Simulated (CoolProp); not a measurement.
Neopentane at several states: fugacity coefficient from the reference equation and from simpler models built on Tc = 160.6 °C, pc = 3196 kPa, ω = 0.196; each cubic takes its own stable root.

The numbers come from the reference Helmholtz-energy equation of state, Lemmon 2006 in CoolProp. It is a short technical equation, of lower accuracy than the large ones.

```json
[
 {"T (°C)": "266.45", "p (kPa)": "115", "phase": "gas", "reference": "0.9941"},
 {"T (°C)": "231.85", "p (kPa)": "12000", "phase": "supercritical", "reference": "0.4720"},
 {"T (°C)": "140.75", "p (kPa)": "471", "phase": "gas", "reference": "0.9428"}
]
```

Task: How far does each simpler model (van der Waals, Soave-Redlich-Kwong, Peng-Robinson) lie from the reference over these 3 states: mean and median of the absolute difference, and the worst?

Result: 
- van der Waals: mean 0.4 %, median 0.4 %, worst +0.9 % at 140.75 °C and 471 kPa
- Soave-Redlich-Kwong: mean 2.1 %, median 0.1 %, worst +6.1 % at 231.85 °C and 12000 kPa
- Peng-Robinson: mean 0.9 %, median 0.6 %, worst -1.9 % at 231.85 °C and 12000 kPa
